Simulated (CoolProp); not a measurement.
A closed Brayton cycle with nitrogen: compressor inlet 332.15 K and 2.8 MPa, high pressure 6.85 MPa, turbine inlet 670 K, compressor efficiency 0.89, turbine efficiency 0.93, recuperator effectiveness 0.8 (on enthalpy, no pinch check). Each further row changes one setting.

Model: reference Helmholtz-energy equation of state, Span 2000, in CoolProp.

| case | thermal efficiency (%) | net work (kJ/kg) | compressor to turbine work | compressor exit (K) | turbine exit (K) |
|---|---|---|---|---|---|
| as stated | ___ | 34.9 | 0.77 | 441.7 | 533.0 |
| turbine inlet 620 K | ___ | 23.6 | ___ | 441.7 | 492.1 |
| compressor inlet 342.15 K | 18.6 | ___ | 0.79 | 454.8 | 533.0 |
| high pressure 5.82 MPa | 21.5 | ___ | ___ | 419.6 | 555.8 |
| recuperator effectiveness 0.5 | ___ | 34.9 | 0.77 | 441.7 | 533.0 |

**Question.** Complete the blanks.

**Answer.** 
- as stated, thermal efficiency (%): 20.4
- turbine inlet 620 K, thermal efficiency (%): 15.6
- turbine inlet 620 K, compressor to turbine work: 0.83
- compressor inlet 342.15 K, net work (kJ/kg): 31.4
- high pressure 5.82 MPa, net work (kJ/kg): 33.5
- high pressure 5.82 MPa, compressor to turbine work: 0.73
- recuperator effectiveness 0.5, thermal efficiency (%): 17.4
